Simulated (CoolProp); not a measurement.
Vapour-liquid equilibrium of hydrogen chloride (1) + propane (2) at -68.75 °C; x and y are mole fractions of (1).

Model: multi-fluid Helmholtz-energy mixture model, Thol 2018 and Lemmon 2009; pair parameters Bell 2016, in CoolProp.

| x | bubble pressure (bar) | y at the bubble point | dew pressure at overall composition x (bar) | liquid density (mol/L) |
|---|---|---|---|---|
| 0.05 | 0.6101 | 0.583 | 0.2761 | 14.26 |
| 0.15 | 1.162 | 0.796 | 0.3078 | 15.15 |
| 0.25 | 1.535 | 0.856 | 0.3477 | 16.14 |
| 0.35 | 1.768 | 0.882 | … | … |
| 0.45 | 1.908 | 0.896 | 0.4688 | 18.57 |
| 0.55 | 1.994 | 0.905 | 0.5673 | 20.06 |
| 0.65 | 2.060 | 0.914 | 0.7174 | 21.82 |
| 0.75 | 2.126 | 0.924 | 0.9732 | 23.92 |
| 0.85 | 2.206 | 0.941 | 1.491 | 26.45 |
| 0.95 | 2.301 | … | … | 29.55 |

Problem. Some entries are withheld; supply them.

Solution. 
- 0.35, dew pressure at overall composition x (bar): 0.3993
- 0.35, liquid density (mol/L): 17.27
- 0.95, y at the bubble point: 0.974
- 0.95, dew pressure at overall composition x (bar): 2.238

No azeotrope shows between x = 0.05 and 0.95.

The pair parameters rest on a limited set of measurements; away from them the model extrapolates. With so large a gap from Raoult's law the liquid may split in two, which this calculation doesn't test in full.
